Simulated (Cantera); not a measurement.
A perfectly stirred reactor is fed with CH4 : O2 : N2 = 1 : 4.26 : 16 (molar parts), at 5.00 bar; it is adiabatic with a 525 K inlet, and is followed from long to short residence time, starting on the burning branch (τ in s: 0.065, 0.026, 0.011, 0.0043, 0.0017, 0.00071, 0.00029, 0.00012, 4.7e-05, 1.9e-05, 7.6e-06, 3.1e-06).

Computed with Cantera and GRI-Mech 3.0 (53 species, 325 reactions).

**Question.** What does this change do: pressure from 5.00 bar to 1.00 bar?

**Answer.** 
```tsv
quantity	before	after
blow-out, bracketed by the residence times tried	burning at 1.70 ms, out at 0.710 ms	burning at 0.710 ms, out at 0.290 ms
x(CH4) at τ = 65.0 ms	1.84e-5	2.41e-5
x(O2) at τ = 65.0 ms	0.106	0.106
x(NO2) at τ = 65.0 ms	2.82e-8	1.48e-8
x(HO2) at τ = 65.0 ms	2.31e-6	3.04e-6
x(CH2O) at τ = 65.0 ms	1.62e-6	2.19e-6
x(CH4) at τ = 0.290 ms	0.0470	0.0470
x(O2) at τ = 0.290 ms	0.200	0.200
x(NO2) at τ = 0.290 ms	<1e-12	<1e-12
x(HO2) at τ = 0.290 ms	<1e-12	<1e-12
x(CH2O) at τ = 0.290 ms	<1e-12	<1e-12
```
